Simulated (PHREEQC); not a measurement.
Consider water at 56 °C with 12 mmol/kgw TMAH, 2.5 mmol/kgw K2SiO3 and 0.44 mmol/kgw Na2CO3. Closed to the air; pH follows from the charge balance.

Computed with PHREEQC (ion-association model, wateq4f.dat).

This is a speciation only: nothing precipitates in the calculation.

Q: Order these C species by the share of C that they hold, largest first: NaCO3-, CO3-2, HCO3-.

A: CO3-2 (91 %), HCO3- (5.2 %), NaCO3- (3.5 %)

The pH is 11.22 and the ionic strength 0.0185 mol/kgw. Species that the database lacks are ignored. (CH3)4N+ isn't in the database: it is added as a free cation with an ion size of 4 Å. Constants without temperature data keep their 25 °C values here.
